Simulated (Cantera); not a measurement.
Charge: 1 mol SiHCl3, 82 mol H2, 0.19 mol HCl, held at 1373.15 K and 0.0100 bar.

These are equilibrium values from Cantera (NASA tables, ideal gas, pure condensed phases), not measurements of a reactor. Candidate condensed phases: Si; 19 gas species. The tables' values for SiCl3 are old estimates; treat these amounts as uncertain. Rates play no part.

Base state: H2 0.965, HCl 0.0317, SiCl2 0.00299, SiCl3 5.88e-5, H 3.28e-5, SiHCl3 1.03e-5 (mole fractions); condensed: Si(s).

Task: What changes in the equilibrium state with this change: temperature from 1373.15 K to 1073 K?

Result: 
| species | before | after |
|---|---|---|
| H2 | 0.965 | 0.971 |
| HCl | 0.0317 | 0.0246 |
| SiCl4 | 5.34e-6 | 0.00180 |
| H | 3.28e-5 | 1.38e-7 |
| SiHCl3 | 1.03e-5 | 0.000872 |
| Si(s), mol | 0.742 | 0.639 |
